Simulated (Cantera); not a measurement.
Cantera run, input and output.

```python
import numpy as np
import cantera as ct

gas = ct.Solution("gri30.yaml", transport_model="multicomponent")
show = ['H2', 'O', 'N2']

rows = []
print(f"{'T/K':>7s}{'rho':>11s}{'cp':>10s}{'mu':>11s}{'lambda':>11s}{'Pr':>7s}" + "".join(f"{'D_' + s:>11s}" for s in show))
for T in [400, 550, 700, 850, 1000, 1150]:
    gas.TPX = T, 2666, {'CH3OH': 0.74, 'H2': 0.94}
    Pr = gas.cp_mass * gas.viscosity / gas.thermal_conductivity
    D = [gas.mix_diff_coeffs_mole[gas.species_index(s)] for s in show]
    rows.append([gas.density, gas.cp_mass, gas.viscosity, gas.thermal_conductivity, Pr, *D])
    print(f"{T:7g}{gas.density:11.4e}{gas.cp_mass:10.1f}{gas.viscosity:11.4e}"
          f"{gas.thermal_conductivity:11.4e}{Pr:7.3f}" + "".join(f"{d:11.4e}" for d in D))
print("SI units: kg/m3, J/kg/K, Pa s, W/m/K, m2/s")
```

Output:

```
    T/K        rho        cp         mu     lambda     Pr       D_H2        D_O       D_N2
    400 1.2218e-02    2560.2 1.3834e-05 9.5020e-02  0.373 4.0166e-03 2.7782e-03 1.8063e-03
    550 8.8858e-03    2910.3 1.8666e-05 1.2882e-01  0.422 7.0073e-03 4.8917e-03 3.1999e-03
    700 6.9817e-03    3220.0 2.3179e-05 1.6290e-01  0.458 1.0595e-02 7.4379e-03 4.8831e-03
    850 5.7497e-03    3472.2 2.7371e-05 1.9744e-01  0.481 1.4727e-02 1.0376e-02 6.8276e-03
   1000 4.8872e-03    3698.3 3.1276e-05 2.3163e-01  0.499 1.9363e-02 1.3676e-02 9.0133e-03
   1150 4.2497e-03    3887.8 3.4933e-05 2.6610e-01  0.510 2.4474e-02 1.7317e-02 1.1425e-02
SI units: kg/m3, J/kg/K, Pa s, W/m/K, m2/s
```

Detailed kinetics in Cantera: GRI-Mech 3.0 (53 species, 325 reactions). Polar gases are described roughly by these parameters. The composition is frozen, though it would react at the higher temperatures.
